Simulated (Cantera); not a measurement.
Charge: 1 mol BCl3, 3.8 mol O2, 1.2 mol N2, at 1700 °C and 0.100 bar.

Cantera equilibrium calculation (NASA polynomials, part measured and part estimated; ideal gas, pure solids and liquids). Candidate condensed phases: B, BN, B2O3; 25 gas species. The tables' values for BOCl are old estimates; treat these amounts as uncertain. Kinetics and transport are ignored.

Base state: O2 0.401, Cl 0.333, N2 0.157, B2O3 0.0546, Cl2 0.0251, BOCl 0.0126, BO2 0.0106, NO 0.00438 (mole fractions); condensed: gas only.

Task: What changes in the equilibrium state with this change: temperature from 1700 °C to 1977 °C?

Result: 
```
species   before     after
-------  -------  --------
O2         0.401     0.380
Cl         0.333     0.366
N2         0.157     0.150
Cl2       0.0251   0.00448
BO2       0.0106    0.0264
BOCl      0.0126    0.0106
B2O3      0.0546    0.0458
BO       8.12e-6  0.000163
O        0.00109   0.00720
NO       0.00438   0.00829
ClO      0.00103  0.000909
```
